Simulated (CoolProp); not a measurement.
Hydrogen chloride at 293.15 K and 0.692 MPa is compressed adiabatically to 4.25 MPa with isentropic efficiency 0.8. Each further row changes one setting.

Values from CoolProp's reference Helmholtz-energy equation of state, Thol 2018.

```tsv
case	work (kJ/kg)	final temperature (K)	final density (kg/m³)
as stated	190	539.2	(withheld)
efficiency 1	152	(withheld)	(withheld)
efficiency 0.65	233	(withheld)	32.4
```

**Question.** What belongs in the gaps?

**Answer.** 
- as stated, final density (kg/m³): 35.8
- efficiency 1, final temperature (K): 495.5
- efficiency 1, final density (kg/m³): 39.5
- efficiency 0.65, final temperature (K): 590.2
